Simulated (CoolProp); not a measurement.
Methanol along the isobar 0.142 MPa: density (kg/m³) from the reference equation and from simpler models built on Tc = 240.2 °C, pc = 8.216 MPa, ω = 0.565; each cubic takes its own stable root.

Model: reference Helmholtz-energy equation of state, de Reuck 1993, in CoolProp.

```json
[
 {"T (°C)": "-19.35", "phase": "liquid", "reference": "828.0", "van der Waals": "2.214", "Redlich-Kwong": "602.5"},
 {"T (°C)": "8.55", "phase": "liquid", "reference": "801.8", "van der Waals": "1.984", "Redlich-Kwong": "581.5"},
 {"T (°C)": "36.35", "phase": "liquid", "reference": "775.7", "van der Waals": "1.798", "Redlich-Kwong": "1.812"},
 {"T (°C)": "64.25", "phase": "liquid", "reference": "748.6", "van der Waals": "1.645", "Redlich-Kwong": "1.654"},
 {"T (°C)": "92.05", "phase": "gas", "reference": "1.549", "van der Waals": "1.516", "Redlich-Kwong": "1.522"},
 {"T (°C)": "119.95", "phase": "gas", "reference": "1.420", "van der Waals": "1.406", "Redlich-Kwong": "1.410"},
 {"T (°C)": "147.85", "phase": "gas", "reference": "1.318", "van der Waals": "1.311", "Redlich-Kwong": "1.313"},
 {"T (°C)": "175.65", "phase": "gas", "reference": "1.232", "van der Waals": "1.228", "Redlich-Kwong": "1.230"},
 {"T (°C)": "203.55", "phase": "gas", "reference": "1.157", "van der Waals": "1.155", "Redlich-Kwong": "1.156"}
]
```

At some of these states van der Waals, Redlich-Kwong gives the other phase, because its saturation line lies elsewhere.
